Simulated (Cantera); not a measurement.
Cantera run:

```python
import numpy as np
import cantera as ct

gas_names = [...]  # 114 gases of nasa_gas.yaml made of C, Fe, H, O
cond_names = """
    C(gr) C6H6(L) C7H8(L) C8H18(L),n-octa Fe(a) Fe(c) Fe(d) Fe(L) FeC5O5(L) FeO(s) FeO(L) Fe(OH)2(s)
    Fe(OH)3(s) Fe2O3(s) Fe3O4(s) H2O(s) H2O(L)
""".split()


# ... load() reads the species with a 1 bar reference pressure and builds the phases ...
atoms = {
    'Fe(CO)5': {'Fe': 1, 'C': 5, 'O': 5},
    'H2': {'H': 2},
}
top_T = {'C(gr)': 4500, 'Fe2O3(s)': 1830, 'Fe3O4(s)': 1870}  # K; cautious upper limits of use, not melting points


# ... equilibrate(T, P, feed) seeds the gas with the atoms and calls Mixture.equilibrate('TP', solver="vcs", rtol=1e-11, max_steps=5000) ...
results = []
feed = {'Fe(CO)5': 1, 'H2': 8.6}  # mol
T = 1375  # K
P = 420000  # Pa
mix = equilibrate(T, P, feed)
results.append((T, P, feed, dict(zip(mix.species_names, mix.species_moles))))
print(gas.report(threshold=1e-06))
for i in range(1, mix.n_phases):
    print(f"{mix.phase(i).name:16s} {mix.phase_moles(i):12.5e} mol")
```

Result:

```
       temperature   1375 K
          pressure   4.2e+05 Pa
           density   0.43089 kg/m^3
  mean mol. weight   11.729 kg/kmol
   phase of matter   gas

                          1 kg             1 kmol
                     ---------------   ---------------
          enthalpy       -7.8522e+05       -9.2096e+06  J
   internal energy         -1.76e+06       -2.0642e+07  J
           entropy             16771         1.967e+05  J/K
    Gibbs function       -2.3845e+07       -2.7968e+08  J
 heat capacity c_p            2845.8             33378  J/K
 heat capacity c_v            2136.9             25064  J/K

                      mass frac. Y      mole frac. X     chem. pot. / RT
                     ---------------   ---------------   ---------------
               CH4         0.0092206          0.006741           -36.999
                CO           0.87017           0.36437            -35.74
               CO2         0.0055887         0.0014894           -69.266
              C2H4        5.3562e-06        2.2393e-06           -39.213
                 H        1.1334e-07        1.3188e-06           -8.6963
                H2           0.10694           0.62214           -17.393
               H2O         0.0080764         0.0052582           -50.918
     [ +107 minor]        3.7165e-06        1.6798e-06

C(gr)             0.00000e+00 mol
Fe(c)             1.00000e+00 mol
FeC5O5(L)         0.00000e+00 mol
FeO(s)            0.00000e+00 mol
Fe(OH)2(s)        0.00000e+00 mol
Fe(OH)3(s)        0.00000e+00 mol
Fe2O3(s)          0.00000e+00 mol
Fe3O4(s)          0.00000e+00 mol
```

These are equilibrium values from Cantera (NASA tables, ideal gas, pure condensed phases), not measurements of a reactor.
